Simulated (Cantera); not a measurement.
Feed: 1 mol SiO2, a varied amount of Cl2, 0.76 mol BCl3, held at 848.15 K and 2900 Pa.

These are equilibrium values from Cantera (NASA tables, ideal gas, pure condensed phases), not measurements of a reactor. Candidate condensed phases: B, B2O3, Si, SiO2; 27 gas species. Condensed phases not in the tables: borates and borosilicate glass, alloys, solid solutions and most ternary compounds. Rates play no part.

x: gas mole fraction; n: condensed amount in mol.

```csv
n(Cl2) (mol),x Cl2,x SiCl4,x BCl3,x B3O3Cl3,x Cl,x BOCl,n B2O3(l),n SiO2(β-quartz)
1.2,0.650,0.186,0.143,0.0209,0.000127,1.38e-8,0.190,0.657
2,0.754,0.124,0.106,0.0154,0.000137,1.25e-8,0.178,0.671
3.2,0.830,[?],[?],[?],0.000144,1.12e-8,0.166,0.686
5.3,0.889,[?],[?],[?],0.000149,9.94e-9,[?],0.703
8.7,0.929,0.0297,0.0362,0.00528,0.000152,8.74e-9,0.136,0.722
14,0.954,0.0177,0.0246,0.00358,0.000154,7.68e-9,0.121,0.740
23,0.971,0.0101,0.0162,0.00236,0.000156,6.68e-9,0.104,0.760
```

Fill in the missing entries.


- 3.2, x SiCl4: 0.0815
- 3.2, x BCl3: 0.0773
- 3.2, x B3O3Cl3: 0.0113
- 5.3, x SiCl4: 0.0498
- 5.3, x BCl3: 0.0534
- 5.3, x B3O3Cl3: 0.00777
- 5.3, n B2O3(l): 0.151
